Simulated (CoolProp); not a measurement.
Ethylbenzene along the isobar 17900 kPa: density (kg/m³) from the reference equation and from simpler models built on Tc = 344.0 °C, pc = 3622 kPa, ω = 0.304; each cubic takes its own stable root.

Model: reference Helmholtz-energy equation of state, Zhou 2012, in CoolProp.

```tsv
T (°C)	phase	reference	Redlich-Kwong	Soave-Redlich-Kwong
191.25	liquid	738.1	648.7	666.1
203.25	liquid	727.6	640.0	656.9
215.25	liquid	717.0	631.1	647.5
227.15	liquid	706.3	622.2	637.8
239.15	liquid	695.4	613.1	627.8
251.15	liquid	684.3	603.9	617.6
263.05	liquid	673.2	594.6	607.1
275.05	liquid	661.8	585.2	596.2
287.05	liquid	650.2	575.6	585.1
298.95	liquid	638.4	566.0	573.8
310.95	liquid	626.4	556.2	562.1
322.95	liquid	614.2	546.3	550.2
334.85	liquid	601.8	536.4	538.2
346.85	supercritical	589.1	526.3	525.8
```
